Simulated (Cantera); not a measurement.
Standard-state values (1 bar) from the NASA 1993 polynomials, evaluated with Cantera. Values are per mole of reaction as written; species without (g) are pure solids or liquids, kept so even where they would boil at 1 bar. TiC: taken at fixed stoichiometry.

Question: Between 300 and 1798 K, where is each reaction favourable under standard conditions?
- 2 Ti + C2H6(g) ⇌ 6 H(g) + 2 TiC

Answer: 
- 2 Ti + C2H6(g) ⇌ 6 H(g) + 2 TiC: ΔG° is 890 kJ at 300 K and 106 kJ at 1798 K; it stays positive (K < 1). ΔH° is 1084 kJ and ΔS° 544 J/K at 1798 K.
